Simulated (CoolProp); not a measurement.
Vapour-liquid equilibrium of hydrogen chloride (1) + propane (2) at 0.175 MPa; x and y are mole fractions of (1).

Computed with CoolProp (multi-fluid Helmholtz-energy mixture model, Thol 2018 and Lemmon 2009; pair parameters Bell 2016).

| x | bubble temperature, mixture model (°C) | bubble temperature, Raoult's law (°C) | y, mixture model | y, Raoult's law |
|---|---|---|---|---|
| 0.05 | ___ | -35.1 | 0.453 | 0.259 |
| 0.2 | ___ | -48.1 | 0.815 | 0.647 |
| 0.35 | -69.0 | -56.5 | 0.882 | 0.810 |
| 0.5 | -71.2 | -62.5 | 0.904 | 0.893 |
| 0.65 | ___ | -67.1 | 0.916 | 0.942 |
| 0.8 | ___ | -70.8 | 0.933 | 0.973 |
| 0.95 | -74.4 | -73.9 | ___ | 0.994 |

Q: Fill in the missing entries.

A: 
- 0.05, bubble temperature, mixture model (°C): -42.9
- 0.2, bubble temperature, mixture model (°C): -62.7
- 0.65, bubble temperature, mixture model (°C): -72.2
- 0.8, bubble temperature, mixture model (°C): -73.2
- 0.95, y, mixture model: 0.974

The largest gap from Raoult's law is -14.6 K in bubble temperature, at x = 0.2. No azeotrope shows between x = 0.05 and 0.95.

Pair parameters are fitted to limited data, so mixtures are less certain than the pure fluids. With so large a gap from Raoult's law the liquid may split in two, which this calculation doesn't test in full.
